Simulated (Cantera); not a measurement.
A perfectly stirred reactor is fed with 5.01 % CH₄, 0.551 % CO, 19.8 % O₂, 74.6 % N₂, at 4.30 bar; it is adiabatic with a 523 K inlet, and is followed from long to short residence time, starting on the burning branch (τ in s: 0.19, 0.066, 0.023, 0.0078, 0.0027, 0.00093, 0.00032, 0.00011, 3.8e-05, 1.3e-05, 4.5e-06).

Model: GRI-Mech 3.0 (53 species, 325 reactions), integrated in Cantera.

One state of this run: T (K) = 1598; x CH₄ = 0.000715; x CO = 0.0101; x O₂ = 0.101; x C₂H₂ = 2.16e-7; x HCN = 1.99e-8. x: mole fraction; the columns are a selection and need not sum to one.

**Question.** Which value of τ (s) does it belong to?
(A) 0.066
(B) 0.0078
(C) 0.00032
(D) 0.19

**Answer.** C, 0.00032
